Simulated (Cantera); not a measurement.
Feed: 1 mol V2O5, 110 mol H2, held at 1 atm.

Method: chemical equilibrium by Gibbs-energy minimisation in Cantera with the NASA 1993 tables (ideal gas, pure condensed phases). Candidate condensed phases: H2O, V, VO, V2O3, V2O4, V2O5; 12 gas species. Mutual solubility and eutectic melting of coexisting phases are not modelled. VO: taken at fixed stoichiometry. Condensed phases not in the tables: the oxides between V2O3 and V2O5 other than VO2. Kinetics and transport are ignored.

log p: log10 of the partial pressure in bar; n: condensed amount in mol.

```csv
T (K),log p H2,log p H2O,log p H,log p VO2,n VO(s),n V2O3(s),n VO(l)
1898,0.00,-1.68,?,-5.60,0.508,0.746,0
1923,0.00,-1.65,?,-5.42,0.901,0.549,0
1948,-0.01,-1.61,?,-5.24,1.32,0.342,0
1973,-0.01,-1.58,?,-5.06,1.75,0.123,0
1998,-0.01,-1.56,?,-4.91,2.00,0,0
2023,-0.01,-1.56,?,-4.78,2.00,0,0
2048,-0.01,-1.56,?,-4.65,2.00,0,0
2073,-0.01,-1.56,?,-4.53,0,0,2.00
2098,-0.01,-1.56,?,-4.43,0,0,2.00
2123,-0.01,-1.56,?,-4.32,0,0,1.99
2148,-0.01,-1.56,?,-4.22,0,0,1.99
2173,-0.01,-1.56,?,-4.13,0,0,1.99
```

Some entries are withheld; supply them.


- 1898, log p H: -3.11
- 1923, log p H: -3.03
- 1948, log p H: -2.95
- 1973, log p H: -2.87
- 1998, log p H: -2.80
- 2023, log p H: -2.72
- 2048, log p H: -2.65
- 2073, log p H: -2.58
- 2098, log p H: -2.52
- 2123, log p H: -2.45
- 2148, log p H: -2.38
- 2173, log p H: -2.32
